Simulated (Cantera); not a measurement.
## Ammonia decomposition in nitride growth gas

An isothermal, constant-pressure homogeneous reactor starts with NH3 : H2 = 1 : 23 (molar parts), at 1975 K and 1.00 bar.

Model: the gas-phase N/H chemistry of the illustrative SiF4/NH3 mechanism in the Surface Chemkin manual (1991), integrated in Cantera. Walls and surfaces, which speed up NH3 decomposition in real reactors, are not modelled.

```tsv
t (s)	x NH3	x H2	x N2H4	x N	x N2H2	x NH2
5.00e-6	0.0417	0.958	<1e-12	<1e-12	<1e-12	4.75e-7
2.03e-5	0.0417	0.958	1.90e-12	1.55e-12	6.13e-12	1.83e-6
8.24e-5	0.0417	0.958	3.06e-11	1.06e-10	1.17e-10	7.34e-6
0.000334	0.0416	0.958	4.87e-10	6.84e-9	2.74e-9	2.93e-5
0.00136	0.0414	0.958	4.89e-9	2.19e-7	5.05e-8	9.28e-5
0.00551	0.0399	0.958	7.05e-9	4.08e-7	8.36e-8	0.000111
0.0224	0.0340	0.961	5.52e-9	3.90e-7	6.69e-8	9.87e-5
0.0908	0.0194	0.969	2.26e-9	3.17e-7	2.95e-8	6.32e-5
0.368	0.00510	0.976	2.18e-10	1.38e-7	3.15e-9	1.96e-5
1.50	0.00105	0.978	1.01e-11	3.22e-8	1.49e-10	4.22e-6
6.07	0.000244	0.979	<1e-12	7.52e-9	8.11e-12	9.79e-7
24.6	5.92e-5	0.979	<1e-12	1.83e-9	<1e-12	2.38e-7
100	1.47e-5	0.979	<1e-12	4.54e-10	<1e-12	5.90e-8
```
x: mole fraction; the columns are a selection and need not sum to one.

Equilibrium at this temperature and pressure: NH3 2.86e-6, H2 0.979, N2H4 <1e-12, N 8.81e-11, N2H2 <1e-12, NH2 1.15e-8 (gas phase only).
